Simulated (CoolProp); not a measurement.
Vapour-liquid equilibrium of CH2F2 (R32) (1) + R236EA (2) at 301.3 K; x and y are mole fractions of (1).

Values from CoolProp's multi-fluid Helmholtz-energy mixture model, Tillner-Roth 1997 and Rui 2013; pair parameters Bell 2016.

```tsv
x	bubble pressure (MPa)	y at the bubble point	dew pressure at overall composition x (MPa)	liquid density (mol/L)
0.05	0.2885	0.227	0.2404	9.576
0.2	0.4792	…	…	10.44
0.35	0.6890	0.748	0.3348	11.43
0.5	0.9174	0.844	…	12.58
0.65	1.166	0.907	0.5478	13.94
0.8	1.436	0.954	0.7971	…
0.95	…	0.990	1.412	17.49
```

**Question.** Some entries are withheld; supply them.

**Answer.** 
- 0.2, y at the bubble point: 0.582
- 0.2, dew pressure at overall composition x (MPa): 0.2799
- 0.5, dew pressure at overall composition x (MPa): 0.4160
- 0.8, liquid density (mol/L): 15.55
- 0.95, bubble pressure (MPa): 1.733

No azeotrope shows between x = 0.05 and 0.95.

The pair parameters rest on a limited set of measurements; away from them the model extrapolates.
